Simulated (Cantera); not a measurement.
## Low-pressure radical oxidation in H2/O2

An isothermal, constant-pressure homogeneous reactor starts with 4.21 % H₂, 95.8 % O₂, equivalence ratio 0.022, at 1050 K and 10.00 Torr.

Model: GRI-Mech 3.0 (53 species, 325 reactions), integrated in Cantera. Radical loss at walls, strong at low pressure, is not modelled. The temperature is held fixed by assumption; the heat of reaction is taken as removed at once.

| t (s) | x H₂ | x O₂ | x H₂O | x H | x OH | x H₂O₂ |
|---|---|---|---|---|---|---|
| 5.00e-5 | 0.0421 | 0.958 | 2.47e-12 | 5.87e-11 | 1.42e-11 | <1e-12 |
| 0.000142 | 0.0421 | 0.958 | 4.24e-11 | 1.43e-10 | 7.99e-11 | <1e-12 |
| 0.000405 | 0.0421 | 0.958 | 6.51e-10 | 4.92e-10 | 4.43e-10 | <1e-12 |
| 0.00115 | 0.0421 | 0.958 | 1.97e-8 | 7.18e-9 | 7.48e-9 | <1e-12 |
| 0.00328 | 0.0421 | 0.958 | 3.09e-5 | 1.03e-5 | 1.08e-5 | 6.95e-11 |
| 0.00932 | 0.00106 | 0.933 | 0.0366 | 0.00739 | 0.00201 | 1.07e-7 |
| 0.0265 | 0.000345 | 0.945 | 0.0406 | 0.00230 | 0.00118 | 7.97e-8 |
| 0.0754 | 8.98e-5 | 0.954 | 0.0424 | 0.000300 | 0.000590 | 7.74e-8 |
| 0.215 | 1.37e-5 | 0.956 | 0.0429 | 1.84e-5 | 0.000232 | 5.81e-8 |
| 0.611 | 1.84e-6 | 0.957 | 0.0430 | 9.87e-7 | 8.75e-5 | 3.07e-8 |
| 1.74 | 2.92e-7 | 0.957 | 0.0430 | 6.74e-8 | 3.59e-5 | 1.26e-8 |
| 4.94 | 5.87e-8 | 0.957 | 0.0430 | 6.49e-9 | 1.65e-5 | 4.57e-9 |
| 14.1 | 1.45e-8 | 0.957 | 0.0430 | 8.31e-10 | 8.29e-6 | 1.61e-9 |
| 40.0 | 4.10e-9 | 0.957 | 0.0431 | 1.29e-10 | 4.46e-6 | 5.60e-10 |
x: mole fraction; the columns are a selection and need not sum to one.

Equilibrium at this temperature and pressure: H₂ 1.39e-10, O₂ 0.957, H₂O 0.0431, H <1e-12, OH 8.25e-7, H₂O₂ 2.52e-11 (gas phase only).
